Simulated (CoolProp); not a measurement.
Computed with CoolProp (reference Helmholtz-energy equation of state, Zhou 2014).

Q: Give the vapour pressure (kPa), vapour density (kg/m³), enthalpy of vaporisation (kJ/kg), liquid viscosity (µPa s) of saturated cyclohexane at 53.15, 56.85 °C.

A: 
| T (°C) | p (kPa) | vapour density (kg/m³) | enthalpy of vaporisation (kJ/kg) | liquid viscosity (µPa s) |
|---|---|---|---|---|
| 53.15 | 40.7 | 1.29 | 375 | 581 |
| 56.85 | 46.5 | 1.46 | 372 | 553 |

Viscosity comes from a separate model (Tariq 2014).
